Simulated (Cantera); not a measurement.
Feed: 1 mol CH3OH, 0.11 mol O2, 75 mol H2, at 2125 °C and 0.0975 Torr.

Cantera equilibrium calculation (NASA polynomials, part measured and part estimated; ideal gas, pure solids and liquids). Candidate condensed phases: C, C6H6, C7H8, C8H18, H2O; 110 gas species. Equilibrium is a limit: real reactors are often held back by kinetics, nucleation or transport.

Base state: H 0.719, H2 0.271, CO 0.00819, H2O 0.000763, O 0.000663, OH 0.000372 (mole fractions); condensed: gas only.

### Question
What changes in the equilibrium state with this change: CH3OH replaced by CH4?

### Answer
```
species             before     after
----------------  --------  --------
H                    0.719     0.722
H2                   0.271     0.273
CO                 0.00819   0.00182
C2H2 (acetylene)     <1e-9   0.00175
H2O               0.000763     <1e-9
O                 0.000663     <1e-9
C3                   <1e-9  0.000655
OH                0.000372     <1e-9
```
